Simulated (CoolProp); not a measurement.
Propane at 298.15 K and 0.774 MPa is compressed adiabatically to 4.93 MPa with isentropic efficiency 0.7. Each further row changes one setting.

Values from CoolProp's reference Helmholtz-energy equation of state, Lemmon 2009.

```tsv
case	work (kJ/kg)	final temperature (K)	final density (kg/m³)
as stated	124	404.6	103
efficiency 1	86.6	394.5	118
efficiency 0.65	133	407.5	100
```
